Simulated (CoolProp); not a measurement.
Vapour-liquid equilibrium of isobutane (1) + acetone (2) at 350.3 K; x and y are mole fractions of (1).

Model: multi-fluid Helmholtz-energy mixture model, Bücker 2006 and Lemmon 2006; pair parameters Bell 2016, in CoolProp.

| x | bubble pressure, mixture model (MPa) | bubble pressure, Raoult's law (MPa) | y, mixture model | y, Raoult's law |
|---|---|---|---|---|
| 0.05 | 0.3542 | 0.2516 | 0.442 | 0.252 |
| 0.15 | 0.6028 | 0.3585 | 0.680 | 0.530 |
| 0.25 | 0.7748 | 0.4653 | 0.759 | 0.681 |
| 0.35 | 0.8894 | 0.5722 | 0.798 | 0.775 |
| 0.45 | 0.9672 | 0.6790 | 0.822 | 0.839 |
| 0.55 | 1.026 | 0.7858 | 0.841 | 0.887 |
| 0.65 | 1.078 | 0.8927 | 0.860 | 0.922 |
| 0.75 | 1.131 | 0.9995 | 0.883 | 0.950 |
| 0.85 | 1.187 | 1.106 | 0.917 | 0.973 |
| 0.95 | 1.242 | 1.213 | 0.966 | 0.992 |

The largest gap from Raoult's law is +68.1 % in bubble pressure, at x = 0.15. No azeotrope shows between x = 0.05 and 0.95.

The pair parameters rest on a limited set of measurements; away from them the model extrapolates. With so large a gap from Raoult's law the liquid may split in two, which this calculation doesn't test in full.
